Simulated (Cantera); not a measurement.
Equilibrium for silicon oxide and oxynitride deposition: SiCl₄ + O₂

Feed: 1 mol SiCl₄, 0.3 mol O₂, at 18.8 Torr.

Equilibrium computed with Cantera from the NASA thermochemical tables; the gas is ideal and each condensed phase is pure. Candidate condensed phases: Si, SiO₂; 15 gas species. The tables hold silica as quartz up to 1696 K and as liquid above; real silica turns to tridymite and cristobalite and melts near 1996 K. Rates play no part.

At 527 °C the condensed part is SiO₂(α-quartz). From 577 °C to 927 °C the condensed part is SiO₂(β-quartz). The main Si-bearing gas is SiCl₄ throughout.

| T (°C) | log p SiCl₄ | log p Cl₂ | log p Cl | log p SiCl₃ | log p ClO | log p O₂ | n SiO₂(α-quartz) | n SiO₂(β-quartz) |
|---|---|---|---|---|---|---|---|---|
| 527 | -1.87 | -1.94 | -6.00 | -13.60 | <-13 | <-13 | 0.300 | 0 |
| 577 | -1.87 | -1.94 | -5.52 | -12.56 | <-13 | <-13 | 0 | 0.300 |
| 627 | -1.87 | -1.94 | -5.10 | -11.64 | -13.10 | <-13 | 0 | 0.300 |
| 677 | -1.87 | -1.94 | -4.72 | -10.82 | -12.41 | -13.09 | 0 | 0.300 |
| 727 | -1.87 | -1.94 | -4.38 | -10.08 | -11.80 | -12.42 | 0 | 0.300 |
| 777 | -1.87 | -1.94 | -4.07 | -9.41 | -11.24 | -11.81 | 0 | 0.300 |
| 827 | -1.87 | -1.94 | -3.79 | -8.80 | -10.73 | -11.26 | 0 | 0.300 |
| 877 | -1.87 | -1.95 | -3.53 | -8.25 | -10.28 | -10.76 | 0 | 0.300 |
| 927 | -1.88 | -1.95 | -3.30 | -7.74 | -9.86 | -10.30 | 0 | 0.300 |
log p: log10 of the partial pressure in bar; n: condensed amount in mol.
